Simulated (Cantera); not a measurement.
Charge: 1 mol c-C4F8, 0.25 mol F2, at 952 °C and 100 Torr.

Equilibrium computed with Cantera from the NASA thermochemical tables; the gas is ideal and each condensed phase is pure. Candidate condensed phases: C; 13 gas species. The feed counts by its element totals alone. Gases not in the tables: C2F6 and larger saturated fluorocarbons. Equilibrium is a limit: real reactors are often held back by kinetics, nucleation or transport.

Base state: CF4 1.000 (mole fractions); condensed: C(graphite).

Task: What changes in the equilibrium state with this change: temperature from 952 °C to 1575 °C?

Result: 
```tsv
species	before	after
CF4	1.000	0.990
CF2	7.53e-7	0.00775
CF3	8.68e-7	0.00157
F	3.01e-8	0.00106
C(graphite), mol	1.88	1.87
```
